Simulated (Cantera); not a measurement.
Feed: 1 mol Al, 16 mol H₂O, 26 mol H₂, equilibrated at 975 K and 6400 Pa.

Method: chemical equilibrium by Gibbs-energy minimisation in Cantera with the NASA 1993 tables (ideal gas, pure condensed phases). Candidate condensed phases: Al, Al₂O₃, H₂O; 19 gas species. The numbers say what is thermodynamically allowed, not how fast it happens.

Base state: H₂ 0.655, H₂O 0.345 (mole fractions); condensed: Al₂O₃(s).

Task: What changes in the equilibrium state with this change: Al replaced by Al(CH₃)₃?

Result: 
```csv
species,before,after
H₂,0.655,0.726
H₂O,0.345,0.213
CO,0,0.0412
CO₂,0,0.0193
CH₄,0,2.30e-5
"Al₂O₃(s), mol",0.500,0.500
```
The feed counts by its element totals alone. Further candidate phases: C, C₆H₆, C₇H₈, C₈H₁₈.
